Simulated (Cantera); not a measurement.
Input: 1 mol Si3N4, 0.23 mol CO2, 560 mol N2, 4.2 mol N2O, equilibrated at 1475 °C and 7.50 Torr.

Equilibrium computed with Cantera from the NASA thermochemical tables; the gas is ideal and each condensed phase is pure. Candidate condensed phases: C, Si, SiC, SiO2, Si2N2O, Si3N4; 34 gas species. The tables hold silica as quartz up to 1696 K and as liquid above; real silica turns to tridymite and cristobalite and melts near 1996 K. Kinetics and transport are ignored.

Base state: N2 0.997, SiO 0.00277, CO 0.000402 (mole fractions); condensed: SiO2(condensed).

**Question.** What changes in the equilibrium state with this change: temperature from 1475 °C to 777 °C?

**Answer.** 
```tsv
species	before	after
N2	0.997	1.000
CO	0.000402	0.000406
SiO	0.00277	<1e-9
SiO2(condensed), mol	1.43	0
SiO2(β-quartz), mol	0	1.95
Si2N2O(s), mol	0	0.523
```
Mutual solubility and eutectic melting of coexisting phases are not modelled.
